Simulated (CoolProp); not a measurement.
Aqueous potassium carbonate as a coolant, 39 % by mass, freezing at -35.1 °C, 1 atm.

Values from CoolProp's Melinder's fits for secondary coolants.

```tsv
T (°C)	viscosity (mPa s)	cp (kJ/(kg K))	Prandtl number	conductivity (W/(m K))
-28.7	26.9	2.649	149	0.479
-17.4	14.9	2.668	79.7	0.497
-6.1	9.16	2.688	47.7	0.516
5.2	6.18	2.708	31.3	0.534
16.5	4.48	2.728	22.1	0.552
27.8	3.42	2.748	16.5	0.570
39	2.70	2.767	12.7	0.587
```
